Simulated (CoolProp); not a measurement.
Vapour-liquid equilibrium of carbon dioxide (1) + neopentane (2) at 279.4 K; x and y are mole fractions of (1).

Model: multi-fluid Helmholtz-energy mixture model, Span 1996 and Lemmon 2006; pair parameters Bell 2016, in CoolProp.

**Question.** Give the bubble pressure and the first vapour's composition at x = 0.25, 0.55, 0.85. Is there an azeotrope?

**Answer.** x = 0.25: 13.15 bar, y = 0.927; x = 0.55: 23.84 bar, y = 0.960; x = 0.85: 33.40 bar, y = 0.981. No azeotrope shows between x = 0.05 and 0.95.

Pair parameters are fitted to limited data, so mixtures are less certain than the pure fluids. The gap from Raoult's law changes sign with composition, which may be real or a fault of the pair parameters; it wasn't checked against measurements.
